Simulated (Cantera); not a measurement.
Thermodynamics of carbon deposition, reforming and gasification, feed acetone + H2

Input: 1 mol acetone, 37 mol H2, equilibrated at 133 Pa.

These are equilibrium values from Cantera (NASA tables, ideal gas, pure condensed phases), not measurements of a reactor. Candidate condensed phases: C, C6H6, C7H8, C8H18, H2O; 131 gas species. Ions and electrons are included (thermal ionisation). The feed counts by its element totals alone. The numbers say what is thermodynamically allowed, not how fast it happens.

```json
[
 {"T (K)": "2000", "log p H": "-4.24", "log p H2": "-2.91", "log p C": "-10.52", "log p CO": "-4.50", "log p O": "<-14", "log p C2H2 (acetylene)": "-6.02", "log p C3": "-10.56", "log p C2": "-11.63", "n C(graphite)": "1.94"},
 {"T (K)": "2500", "log p H": "-3.19", "log p H2": "-3.18", "log p C": "-6.78", "log p CO": "-4.61", "log p O": "-13.29", "log p C2H2 (acetylene)": "-5.15", "log p C3": "-6.30", "log p C2": "-7.34", "n C(graphite)": "1.31"},
 {"T (K)": "3000", "log p H": "-2.91", "log p H2": "-4.21", "log p C": "-4.89", "log p CO": "-4.77", "log p O": "-11.52", "log p C2H2 (acetylene)": "-6.62", "log p C3": "-5.30", "log p C2": "-5.70", "n C(graphite)": "0"},
 {"T (K)": "3500", "log p H": "-2.89", "log p H2": "-5.33", "log p C": "-4.50", "log p CO": "-4.79", "log p O": "-9.21", "log p C2H2 (acetylene)": "-9.95", "log p C3": "-7.46", "log p C2": "-6.44", "n C(graphite)": "0"},
 {"T (K)": "4000", "log p H": "-2.89", "log p H2": "-6.19", "log p C": "-4.49", "log p CO": "-4.80", "log p O": "-7.17", "log p C2H2 (acetylene)": "-13.03", "log p C3": "-9.94", "log p C2": "-7.56", "n C(graphite)": "0"},
 {"T (K)": "4500", "log p H": "-2.89", "log p H2": "-6.86", "log p C": "-4.47", "log p CO": "-4.86", "log p O": "-5.66", "log p C2H2 (acetylene)": "<-14", "log p C3": "-11.80", "log p C2": "-8.40", "n C(graphite)": "0"},
 {"T (K)": "5000", "log p H": "-2.89", "log p H2": "-7.41", "log p C": "-4.37", "log p CO": "-5.34", "log p O": "-4.95", "log p C2H2 (acetylene)": "<-14", "log p C3": "-13.07", "log p C2": "-8.91", "n C(graphite)": "0"}
]
```
log p: log10 of the partial pressure in bar; n: condensed amount in mol.

From 2000 K to 2500 K the condensed part is C(graphite). From 3000 K to 5000 K nothing is condensed. The main C-bearing gas is CO at 2000 K and C at 5000 K.
